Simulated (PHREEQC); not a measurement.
1 kg of water holding 0.014 mol/kgw K2SO4 and 0.38 mol/kgw K2CO3 is evaporated at 5 °C; the solids stay in contact with the brine. CO2 is held at log p = -3.4 (atm). The run lets Arcanite, Kalicinite, Misenite precipitate or redissolve, and no other solid.

Model: Pitzer model, pitzer.dat, run in PHREEQC.

**Question.** Predict ionic strength at water left (kg) = 0.4551, 0.3072, 0.1702.

**Answer.** 
```tsv
water left (kg)	ionic strength
0.4551	2.45
0.3072	3.65
0.1702	6.59
```

Away from 25 °C the constants follow the database's enthalpies or fits; those with neither stay at their 25 °C values.
